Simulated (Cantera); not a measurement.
A Cantera script and its output.

```python
import numpy as np
import cantera as ct

gas = ct.Solution("gri30.yaml")
gas.TPX = 1223, 65000, {'CH4': 1, 'O2': 0.87, 'N2': 3.27}
reactor = ct.IdealGasReactor(gas, energy="on", clone=False)
net = ct.ReactorNet([reactor])
net.rtol, net.atol = 1e-08, 1e-16
show = ['CH4', 'O2', 'OH', 'NO2', 'O', 'C2H4']
times = np.geomspace(4e-06, 0.3, 13)

steps = ct.SolutionArray(gas, extra=["t"])
rows = []
print(f"{'t/s':>10s}{'T/K':>9s}{'P/Pa':>11s}" + "".join(f"{s:>11s}" for s in show))
for t in times:
    while net.time < t:
        t_next = net.step()
        steps.append(gas.state, t=t_next)
    rows.append([np.interp(t, steps.t, y) for y in (steps.T, steps.P, *steps(*show).X.T)])
    print(f"{t:10.3e}{rows[-1][0]:9.1f}{rows[-1][1]:11.4g}" + "".join(f"{x:11.3e}" for x in rows[-1][2:]))
rate = np.gradient(steps.T, steps.t)
print("integrator steps:", len(steps.t))
if steps.T.max() > steps.T[0] + 200:
    print(f"time of steepest temperature rise: {steps.t[rate.argmax()]:.4e} s")
gas.TPX = 1223, 65000, {'CH4': 1, 'O2': 0.87, 'N2': 3.27}
gas.equilibrate("UV")
print(f"equilibrium (UV): T = {gas.T:.1f} K  " + "  ".join(f"{s} {gas[s].X[0]:.3e}" for s in show))
```

Output:

```
       t/s      T/K       P/Pa        CH4         O2         OH        NO2          O       C2H4
 4.000e-06   1223.0    6.5e+04  1.946e-01  1.693e-01  6.158e-12  3.103e-29  5.004e-12  1.323e-17
 1.019e-05   1223.0    6.5e+04  1.946e-01  1.693e-01  9.132e-12  9.361e-28  6.195e-12  4.373e-16
 2.598e-05   1223.0    6.5e+04  1.946e-01  1.693e-01  1.737e-11  2.263e-26  8.951e-12  1.173e-14
 6.620e-05   1223.0    6.5e+04  1.946e-01  1.693e-01  4.442e-11  5.605e-25  1.636e-11  2.539e-13
 1.687e-04   1223.0    6.5e+04  1.946e-01  1.693e-01  1.452e-10  1.653e-23  3.821e-11  5.253e-12
 4.299e-04   1223.0    6.5e+04  1.946e-01  1.693e-01  5.334e-10  5.932e-22  1.173e-10  1.302e-10
 1.095e-03   1223.0    6.5e+04  1.945e-01  1.693e-01  1.850e-09  2.298e-20  4.598e-10  4.644e-09
 2.792e-03   1223.1    6.5e+04  1.945e-01  1.692e-01  4.058e-09  5.658e-19  1.246e-09  1.295e-07
 7.114e-03   1223.5  6.503e+04  1.944e-01  1.692e-01  5.709e-09  9.888e-18  1.714e-09  1.032e-06
 1.813e-02   1225.3  6.512e+04  1.941e-01  1.690e-01  1.030e-08  2.043e-16  2.759e-09  6.067e-06
 4.620e-02   1239.6  6.591e+04  1.914e-01  1.671e-01  4.789e-08  1.553e-14  1.078e-08  8.427e-05
 1.177e-01   2405.1  1.564e+05  1.517e-10  2.187e-06  5.535e-04  2.095e-10  1.060e-05  9.023e-17
 3.000e-01   2405.1  1.564e+05  1.515e-10  2.187e-06  5.535e-04  2.020e-10  1.060e-05  9.013e-17
integrator steps: 2492
time of steepest temperature rise: 7.0288e-02 s
equilibrium (UV): T = 2405.1 K  CH4 1.711e-10  O2 2.187e-06  OH 5.535e-04  NO2 2.020e-10  O 1.060e-05  C2H4 1.009e-16
```

Computed with Cantera and GRI-Mech 3.0 (53 species, 325 reactions).
